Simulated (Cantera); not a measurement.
# Ignition delay

Mixture: C₃H₈ : O₂ : N₂ = 1 : 3.12 : 11.8 (molar parts), equivalence ratio 1.6, at 20.0 bar, adiabatic and at constant pressure. Ignition delay is the time to a rise of 400 K.

Detailed kinetics in Cantera: GRI-Mech 3.0 (53 species, 325 reactions). GRI-Mech 3.0 was tuned for natural gas; its chemistry of propane as a main component is partial and can be far from experiment. The pressure lies above the range GRI-Mech 3.0 was tuned for (to about 10 atm).

```tsv
T0 (K)	delay (ms)
1375	0.0659
1450	0.0246
1525	0.0106
1600	0.00520
1675	0.00288
```

```yaml
apparent activation energy between 1525 and 1675 K: 180 kJ/mol
```
